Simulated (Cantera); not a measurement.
A perfectly stirred reactor is fed with 1.88 % CH₄, 0.207 % C₂H₆, 1.77 % C₃H₈, 20.1 % O₂, 76.0 % N₂, at 8250 Torr; it is adiabatic with a 400 K inlet, and is followed from long to short residence time, starting on the burning branch (τ in s: 0.15, 0.059, 0.024, 0.0096, 0.0039, 0.0016, 0.00063, 0.00025, 0.0001, 4.1e-05, 1.7e-05).

Detailed kinetics in Cantera: GRI-Mech 3.0 (53 species, 325 reactions). GRI-Mech 3.0 was tuned for natural gas; its chemistry of propane as a main component is partial and can be far from experiment.

One state of this run: T (K) = 1876; x CH₄ = 6.12e-6; x C₂H₆ = 1.29e-7; x C₃H₈ = 1.04e-6; x CH₂O = 1.55e-6; x HO₂ = 3.33e-6; x H = 4.46e-6. x: mole fraction; the columns are a selection and need not sum to one.

**Question.** Which value of τ (s) does it belong to?
(A) 0.059
(B) 0.0016
(C) 0.00025
(D) 0.0096

**Answer.** D, 0.0096
